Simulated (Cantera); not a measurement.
Cantera with NASA thermochemical tables; ideal gases at 1 bar, condensed phases pure. Values are per mole of reaction as written; species without (g) are pure solids or liquids, kept so even where they would boil at 1 bar. The tables' values for BOCl are old estimates.

2 BCl₃(g) + 2 O(g) → 6 Cl(g) + B₂O₂(g), with ΔH° = 579.3 kJ and ΔS° = 331.4 J/K at 300 K.

Q: How far is the shortcut ΔG° ≈ ΔH°(300 K) − T·ΔS°(300 K) from the full temperature-dependent value at 550, 750, 950, 1150, 1350 K?

A: 
```json
[
 {"T (K)": "550", "shortcut (kJ)": "397.1", "full (kJ)": "395.6", "difference (kJ)": "1.5", "difference in log10 K": "-0.14"},
 {"T (K)": "750", "shortcut (kJ)": "330.8", "full (kJ)": "326.7", "difference (kJ)": "4.1", "difference in log10 K": "-0.29"},
 {"T (K)": "950", "shortcut (kJ)": "264.5", "full (kJ)": "257.2", "difference (kJ)": "7.3", "difference in log10 K": "-0.40"},
 {"T (K)": "1150", "shortcut (kJ)": "198.2", "full (kJ)": "187.2", "difference (kJ)": "11.0", "difference in log10 K": "-0.50"},
 {"T (K)": "1350", "shortcut (kJ)": "132.0", "full (kJ)": "116.9", "difference (kJ)": "15.0", "difference in log10 K": "-0.58"}
]
```
The shortcut ignores the heat-capacity change of the reaction.
